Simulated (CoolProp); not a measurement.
R21 at several states: density (kg/m³) from the reference equation and from simpler models built on Tc = 452.7 K, pc = 5.289 MPa, ω = 0.206; each cubic takes its own stable root.

The numbers come from the reference Helmholtz-energy equation of state, Platzer 1990 in CoolProp. This equation is an older, rougher fit; its heat capacities, sound speeds and derivatives of the liquid may be far off and weren't checked against measurements.

| T (K) | p (MPa) | phase | reference | van der Waals | Peng-Robinson |
|---|---|---|---|---|---|
| 325 | 0.0104 | gas | 0.3970 | 0.3966 | 0.3969 |
| 412.5 | 8.02 | liquid | 1072 | 717.4 | 1091 |
| 363.5 | 11.7 | liquid | 1242 | 824.2 | 1312 |
